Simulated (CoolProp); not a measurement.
Computed with CoolProp (reference Helmholtz-energy equation of state, Lemmon 2016).

Question: Give the vapour pressure (MPa), vapour density (kg/m³), enthalpy of vaporisation (kJ/kg), liquid viscosity (µPa s) of saturated R227EA at 237, 320.6 K.

Answer: 
```json
[
 {"T (K)": "237", "p (MPa)": "0.0395", "vapour density (kg/m³)": "3.50", "enthalpy of vaporisation (kJ/kg)": "140", "liquid viscosity (µPa s)": "549"},
 {"T (K)": "320.6", "p (MPa)": "0.858", "vapour density (kg/m³)": "69.8", "enthalpy of vaporisation (kJ/kg)": "97.5", "liquid viscosity (µPa s)": "175"}
]
```

Viscosity comes from a separate model (Huber 2003), an estimate that may be off by 10 % or more.
